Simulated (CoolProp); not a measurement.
R123 along the isobar 41.4 bar: fugacity coefficient from the reference equation and from simpler models built on Tc = 183.7 °C, pc = 36.62 bar, ω = 0.282; each cubic takes its own stable root.

Model: reference Helmholtz-energy equation of state, Younglove 1994, in CoolProp. It is a modified Benedict-Webb-Rubin equation, recast in Helmholtz form.

| T (°C) | phase | reference |
|---|---|---|
| -33.85 | liquid | 0.001559 |
| -25.45 | liquid | 0.002567 |
| -17.05 | liquid | 0.004062 |
| -8.65 | liquid | 0.006201 |
| -0.25 | liquid | 0.009164 |
| 8.15 | liquid | 0.01316 |
| 16.55 | liquid | 0.01839 |
| 25.05 | liquid | 0.02519 |
| 33.45 | liquid | 0.03363 |
| 41.85 | liquid | 0.04401 |
| 50.25 | liquid | 0.05654 |
| 58.65 | liquid | 0.07144 |
| 67.05 | liquid | 0.08887 |
| 75.45 | liquid | 0.1090 |
| 83.85 | liquid | 0.1319 |
| 92.25 | liquid | 0.1577 |

### Question
How far does each simpler model (van der Waals, Redlich-Kwong, Soave-Redlich-Kwong, Peng-Robinson) lie from the reference over these 16 states: mean and median of the absolute difference, and the worst?

### Answer
- van der Waals: mean 729.9 %, median 416.5 %, worst +2710.1 % at -33.85 °C and 41.4 bar
- Redlich-Kwong: mean 96.0 %, median 84.8 %, worst +196.1 % at -33.85 °C and 41.4 bar
- Soave-Redlich-Kwong: mean 2.4 %, median 2.1 %, worst +3.6 % at 92.25 °C and 41.4 bar
- Peng-Robinson: mean 1.3 %, median 0.3 %, worst +6.0 % at -33.85 °C and 41.4 bar
